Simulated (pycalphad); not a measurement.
An equivalent pycalphad script:

```python
from pycalphad import Database, equilibrium, calculate, variables as v
import numpy as np
db = Database('COST507.tdb')
comps = ['AL', 'MG', 'SI', 'VA']
phases = ['ALMG_BETA', 'ALMG_EPS', 'ALMG_GAMMA', 'DIAMOND_A4', 'FCC_A1', 'HCP_A3', 'LIQUID', 'MG2SI']
eq = equilibrium(db, comps, phases, {v.X('MG'): 0.0386, v.X('SI'): 0.002, v.T: np.arange(1650, 349, -40), v.P: 101325, v.N: 1}, output=['HM', 'SM'])
```

All values are pycalphad results on the COST 507 light-alloy database (1999) (1 atm), not direct measurements. No gas phase is included, though pure Mg would boil below 1650 K. These are 1990s assessments: newer ones move some temperatures and phases. Phase fractions are per mole of atoms. Kinetics are ignored, which matters at the lower temperatures.

Results at three of the temperatures:

```
T = 930.00 K, P = 101325 Pa, N = 1 mol of atoms
G = -39219 J/mol, H = 28369 J/mol, S = 72.68 J/(mol K)  (SER reference)
chemical potentials (J/mol): Al -37914, Mg -70244, Si -66512
phase             fraction      x(Al)      x(Mg)      x(Si)
LIQUID              1.0000     0.9594     0.0386     0.0020
```

```
T = 650.00 K, P = 101325 Pa, N = 1 mol of atoms
G = -23180 J/mol, H = 9547 J/mol, S = 50.35 J/(mol K)  (SER reference)
chemical potentials (J/mol): Al -22555, Mg -37300, Si -50722
phase             fraction      x(Al)      x(Mg)      x(Si)
FCC_A1              0.9940     0.9652     0.0348   3.03e-06
MG2SI               0.0060       none     0.6667     0.3333
```

```
T = 410.00 K, P = 101325 Pa, N = 1 mol of atoms
G = -12520 J/mol, H = 2833 J/mol, S = 37.45 J/(mol K)  (SER reference)
chemical potentials (J/mol): Al -12138, Mg -19640, Si -58389
phase             fraction      x(Al)      x(Mg)      x(Si)
FCC_A1              0.9581     0.9785     0.0215   4.44e-12
ALMG_BETA           0.0359     0.6114     0.3886       none
MG2SI               0.0060       none     0.6667     0.3333
```

Changes of the phase set, refined by bisection:

```
T (K)             phases above                phases below
-----  -----------------------  --------------------------
914.7                   LIQUID             FCC_A1 + LIQUID
863.1          FCC_A1 + LIQUID     FCC_A1 + LIQUID + MG2SI
862.1  FCC_A1 + LIQUID + MG2SI              FCC_A1 + MG2SI
462.8           FCC_A1 + MG2SI  ALMG_BETA + FCC_A1 + MG2SI
```

Database names, with the compositions (at.%) that they take in these runs: MG2SI: Mg 67 Si 33; ALMG_BETA: Al 61 Mg 39. FCC_A1 is fcc. An entry "none" or "no" means that the model of the phase leaves that element out.
